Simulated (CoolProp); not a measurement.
The fluid at 298.15 K and 1.74 MPa (gas) is heated at constant pressure to 381 K. The same conditions are run with several fluids, on thermodynamics alone (safety and materials aside).

Computed with CoolProp (reference Helmholtz-energy equation of state of each fluid (sulfur hexafluoride: Guder 2009; carbon dioxide: Span 1996; R13: Platzer 1990; dry air: Lemmon 2000)). The equations of Platzer and Polt are older, rougher fits. Blends and air are pseudo-pure fits.

```json
[
 {"fluid": "sulfur hexafluoride", "heat (kJ/kg)": "66.8", "final density (kg/m³)": "87.9"},
 {"fluid": "carbon dioxide", "heat (kJ/kg)": "80.9", "final density (kg/m³)": "25.1"},
 {"fluid": "R13", "heat (kJ/kg)": "63.8", "final density (kg/m³)": "61.6"},
 {"fluid": "dry air", "heat (kJ/kg)": "85.2", "final density (kg/m³)": "15.9"}
]
```
